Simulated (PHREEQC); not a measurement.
Make-up at 70 °C: 0.0078 mol/kgw HF, 0.00039 mol/kgw (NH4)2SiF6, 0.00029 mol/kgw H3PO4 and 0.009 mol/kgw H2SO4. Closed to the air; pH follows from the charge balance.

Equilibrium calculation in PHREEQC: ion-association model, phreeqc.dat.

No solid was allowed to form.

Task: Estimate the pH, specific conductance, ionic strength.

Result: pH 1.98; specific conductance 9810 µS/cm; ionic strength 0.0154 mol/kgw.

Task: In which forms is P present?

Result: H3PO4 68 %, H2PO4- 32 % of the P.

At this temperature some constants are extrapolated from 25 °C, and those without enthalpy data are left unchanged. SiF6-2 is the database's only silicon fluoride.
